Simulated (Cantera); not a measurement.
A closed system holds: 1 mol Cr, 2 mol O2, 7.7 mol H2, equilibrated at 2573 K and 101000 Pa.

Cantera equilibrium calculation (NASA polynomials, part measured and part estimated; ideal gas, pure solids and liquids). Rates play no part.

```csv
species,before,after
H,0.0270,0.636
O,8.89e-5,0.141
H2,0.627,0.0961
H2O,0.328,0.0220
O2,1.90e-5,0.0131
OH,0.00317,0.0327
Cr,0.00930,0.0463
CrO,0.00533,0.0116
CrO2,0.000871,0.000831
"Cr2O3(s), mol",0.438,0
```
Gas species are given as mole fractions.

### Question
What was changed between the two runs?
(A) pressure from 101000 Pa to 28.0 Pa
(B) temperature from 2573 K to 1000 K
(C) H2 from 7.7 to 3.3 mol
(D) H2 from 7.7 to 150 mol

### Answer
A, pressure from 101000 Pa to 28.0 Pa
